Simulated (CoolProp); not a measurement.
Model: reference Helmholtz-energy equation of state, Marx 1992, in CoolProp.

Task: Give the vapour pressure (MPa), enthalpy of vaporisation (kJ/kg), vapour Z, surface tension (mN/m) of saturated R113 at 384.9, 417.4, 441.8 K.

Result: 
```tsv
T (K)	p (MPa)	enthalpy of vaporisation (kJ/kg)	vapour Z	surface tension (mN/m)
384.9	0.570	120	0.859	8.03
417.4	1.10	104	0.774	5.00
441.8	1.69	88.0	0.687	2.93
```

Surface tension comes from a separate correlation (Mulero 2012).
